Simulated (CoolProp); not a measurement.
Fluorine at 295 K and 0.319 MPa is throttled through a valve to 0.174 MPa with no heat exchange. Each further row changes one setting.

Model: reference Helmholtz-energy equation of state, de Reuck 1990, in CoolProp.

| case | temperature change (K) | final density (kg/m³) |
|---|---|---|
| as stated | -0.3 | 2.70 |
| outlet pressure 0.0522 MPa | -0.5 | 0.810 |
| outlet pressure 0.226 MPa | -0.2 | 3.51 |
